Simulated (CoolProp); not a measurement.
A single-stage vapour-compression cycle with the fluid: evaporating at 214.15 K (dew point), condensing at 254.15 K (bubble point), superheat 8 K, subcooling 8 K, compressor efficiency 0.7, no pressure losses. The same conditions are run with several fluids, on thermodynamics alone (safety and materials aside).

Values from CoolProp's reference Helmholtz-energy equation of state of each fluid (carbonyl sulfide: Lemmon 2006; chlorine: Thol 2021; CH3F (R41): Lemmon 2006; R507A: Lemmon 2003; R152A: Outcalt 1996; R410A: Lemmon 2003). Blends and air are pseudo-pure fits.

```csv
fluid,cooling COP,pressure ratio,discharge temperature (K),refrigerating effect (kJ/kg),volumetric capacity (kJ/m³)
carbonyl sulfide,3.25,5.35,352.3,282,616
chlorine,3.13,6.46,405.5,274,308
CH3F (R41),3.12,4.44,?,399,2080
R507A,?,6.05,291.6,170,506
R152A,3.35,7.88,322.0,?,182
R410A,3.27,6.15,321.4,241,659
```

What belongs in the gaps?


- CH3F (R41), discharge temperature (K): 343.3
- R507A, cooling COP: 3.34
- R152A, refrigerating effect (kJ/kg): 315
